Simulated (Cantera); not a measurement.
Input (Python, Cantera) and output of one run.

```python
import numpy as np
import cantera as ct

gas_names = """
    CL CLO CL2 Fe FeCL FeCL2 FeCL3 FeO Fe(OH)2 Fe2CL4 Fe2CL6 H HCL HOCL HO2 H2 H2O H2O2 O OH O2 O3
""".split()
cond_names = """
    Fe(a) Fe(c) Fe(d) Fe(L) FeCL2(s) FeCL2(L) FeCL3(s) FeCL3(L) FeO(s) FeO(L) Fe(OH)2(s) Fe(OH)3(s)
    Fe2O3(s) Fe3O4(s) H2O(s) H2O(L)
""".split()


# ... load() reads the species with a 1 bar reference pressure and builds the phases ...
atoms = {
    'FeCl3': {'Fe': 1, 'CL': 3},
    'O2': {'O': 2},
    'H2': {'H': 2},
}
top_T = {'Fe2O3(s)': 1830, 'Fe3O4(s)': 1870}  # K; cautious upper limits of use, not melting points


# ... equilibrate(T, P, feed) seeds the gas with the atoms and calls Mixture.equilibrate('TP', solver="vcs", rtol=1e-11, max_steps=5000) ...
results = []
feed = {'FeCl3': 1, 'O2': 4.6, 'H2': 0.62}  # mol
P = 250  # Pa
for T in [975, 1025, 1075, 1125, 1175, 1225, 1275, 1325, 1375, 1425, 1475, 1525, 1575, 1625]:
    mix = equilibrate(T, P, feed)
    results.append((T, P, feed, dict(zip(mix.species_names, mix.species_moles))))

top = {s: max(r[3][s] / sum(r[3][g] for g in gas_names) for r in results) for s in gas_names}
cols = sorted((s for s in top if top[s] > 1e-05), key=lambda s: -top[s])[:7]
seen = [c for c in cond_names if any(r[3].get(c, 0) > 1e-12 for r in results)]
print("log10 of partial pressures in bar; condensed amounts in mol")
print(f"{'T/K':>10s}" + "".join(f"{s[:9]:>10s}" for s in cols + seen))
for T, P, feed, n in results:
    ng = sum(n[g] for g in gas_names)
    print(f"{T:10.4g}" + "".join(f"{np.log10(max(n[s] / ng * P / 1e5, 1e-99)):10.3f}" for s in cols)
          + "".join(f"{n.get(c, 0):10.4g}" for c in seen))
```

It prints:

```
log10 of partial pressures in bar; condensed amounts in mol
       T/K        O2       HCL       CL2     FeCL2        CL       H2O     FeCL3  Fe2O3(s)  Fe3O4(s)
       975    -2.793    -3.303    -3.427    -6.573    -5.291    -4.966    -5.691    0.4972         0
      1025    -2.793    -3.299    -3.441    -5.919    -4.973    -5.099    -5.331     0.493         0
      1075    -2.793    -3.297    -3.464    -5.338    -4.689    -5.213    -5.024    0.4831         0
      1125    -2.792    -3.299    -3.507    -4.835    -4.441    -5.300    -4.780    0.4623         0
      1175    -2.791    -3.303    -3.585    -4.415    -4.234    -5.348    -4.618    0.4234         0
      1225    -2.790    -3.312    -3.716    -4.091    -4.072    -5.342    -4.559    0.3643         0
      1275    -2.789    -3.323    -3.910    -3.867    -3.960    -5.270    -4.616    0.2957         0
      1325    -2.788    -3.335    -4.158    -3.730    -3.890    -5.138    -4.773    0.2357         0
      1375    -2.788    -3.348    -4.437    -3.653    -3.850    -4.969    -4.994    0.1937         0
      1425    -2.788    -3.362    -4.724    -3.610    -3.826    -4.790    -5.242    0.1664         0
      1475    -2.788    -3.380    -4.990    -3.589    -3.803    -4.636    -5.490         0    0.1002
      1525    -2.789    -3.398    -5.219    -3.577    -3.771    -4.512    -5.721         0   0.09439
      1575    -2.790    -3.419    -5.435    -3.568    -3.742    -4.404    -5.939         0   0.08936
      1625    -2.791    -3.443    -5.638    -3.559    -3.715    -4.311    -6.145         0   0.08466
```

These are equilibrium values from Cantera (NASA tables, ideal gas, pure condensed phases), not measurements of a reactor.
